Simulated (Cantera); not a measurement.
What does this Cantera script print?

```python
import numpy as np
import cantera as ct

gas_names = """
    H HNO HNO2 HNO3 HO2 H2 H2O H2O2 N NH NH2 NH3 NH2OH NO NO2 NO3 N2 N2H2 N2H4 N2O O OH O2 O3 V VN VO
    VO2
""".split()
cond_names = """
    H2O(s) H2O(L) V(cr) V(L) VN(s) VO(s) VO(L) V2O3(s) V2O3(L) V2O4(I) V2O4(II) V2O4(L) V2O5(s) V2O5(L)
""".split()


# ... load() reads the species with a 1 bar reference pressure and builds the phases ...
atoms = {
    'V2O3': {'V': 2, 'O': 3},
    'H2': {'H': 2},
    'N2': {'N': 2},
}
top_T = {'VN(s)': 2300}  # K; cautious upper limits of use, not melting points


# ... equilibrate(T, P, feed) seeds the gas with the atoms and calls Mixture.equilibrate('TP', solver="vcs", rtol=1e-11, max_steps=5000) ...
results = []
feed = {'V2O3': 1, 'H2': 0.99, 'N2': 10}  # mol
P = 133.322  # Pa
for T in [1225, 1325, 1425, 1525, 1625, 1725, 1825, 1925, 2025, 2125]:
    mix = equilibrate(T, P, feed)
    results.append((T, P, feed, dict(zip(mix.species_names, mix.species_moles))))
    x = sorted(zip(gas.X, gas.species_names), reverse=True)
    print(f"T = {T:g} K  P = {P:g} Pa  gas = {mix.phase_moles(0):.4g} mol")
    print("   x: " + "  ".join(f"{s} {v:.3e}" for v, s in x if v > 1e-05))
    print("   condensed (mol): " + ("  ".join(f"{mix.phase(i).name} {mix.phase_moles(i):.4g}"
          for i in range(1, mix.n_phases) if mix.phase_moles(i) > 1e-12) or "none"))
```

It prints:

```
T = 1225 K  P = 133.322 Pa  gas = 10.99 mol
   x: N2 9.099e-01  H2 8.999e-02  H2O 9.162e-05
   condensed (mol): VN(s) 0.0006712  V2O3(s) 0.9997
T = 1325 K  P = 133.322 Pa  gas = 10.99 mol
   x: N2 9.099e-01  H2 8.997e-02  H2O 1.090e-04  H 1.343e-05
   condensed (mol): VO(s) 0.002395  V2O3(s) 0.9988
T = 1425 K  P = 133.322 Pa  gas = 10.99 mol
   x: N2 9.099e-01  H2 8.984e-02  H2O 2.114e-04  H 5.600e-05
   condensed (mol): VO(s) 0.004646  V2O3(s) 0.9977
T = 1525 K  P = 133.322 Pa  gas = 10.99 mol
   x: N2 9.098e-01  H2 8.960e-02  H2O 3.750e-04  H 1.939e-04
   condensed (mol): VO(s) 0.008249  V2O3(s) 0.9959
T = 1625 K  P = 133.322 Pa  gas = 10.99 mol
   x: N2 9.096e-01  H2 8.915e-02  H2O 6.178e-04  H 5.769e-04
   condensed (mol): VO(s) 0.01366  V2O3(s) 0.9931
T = 1725 K  P = 133.322 Pa  gas = 11 mol
   x: N2 9.092e-01  H2 8.830e-02  H 1.511e-03  H2O 9.554e-04  VO2 6.982e-05
   condensed (mol): VO(s) 0.02169  V2O3(s) 0.9887
T = 1825 K  P = 133.322 Pa  gas = 11.02 mol
   x: N2 9.078e-01  H2 8.670e-02  H 3.551e-03  H2O 1.395e-03  VO2 5.077e-04  VO 7.360e-05
   condensed (mol): VO(s) 0.03558  V2O3(s) 0.979
T = 1925 K  P = 133.322 Pa  gas = 11.07 mol
   x: N2 9.034e-01  H2 8.372e-02  H 7.576e-03  VO2 2.970e-03  H2O 1.921e-03  VO 4.351e-04  OH 1.502e-05
   condensed (mol): VO(s) 0.0708  V2O3(s) 0.9457
T = 2025 K  P = 133.322 Pa  gas = 11.26 mol
   x: N2 8.881e-01  H2 7.807e-02  H 1.473e-02  VO2 1.444e-02  H2O 2.467e-03  VO 2.133e-03  OH 4.864e-05  V 3.012e-05
   condensed (mol): VO(s) 0.1945  V2O3(s) 0.8093
T = 2125 K  P = 133.322 Pa  gas = 12.03 mol
   x: N2 8.309e-01  H2 6.605e-02  VO2 6.564e-02  H 2.556e-02  VO 8.129e-03  H2O 3.350e-03  OH 1.608e-04  V 1.079e-04  O 4.412e-05  NO 2.313e-05
   condensed (mol): VO(L) 0.7744  V2O3(s) 0.1682
```

Cantera equilibrium calculation (NASA polynomials, part measured and part estimated; ideal gas, pure solids and liquids). Mutual solubility and eutectic melting of coexisting phases are not modelled. VN, VO: taken at fixed stoichiometry. Condensed phases not in the tables: the oxides between V2O3 and V2O5 other than VO2, solid solutions among these carbides, nitrides and lower oxides, V2N.
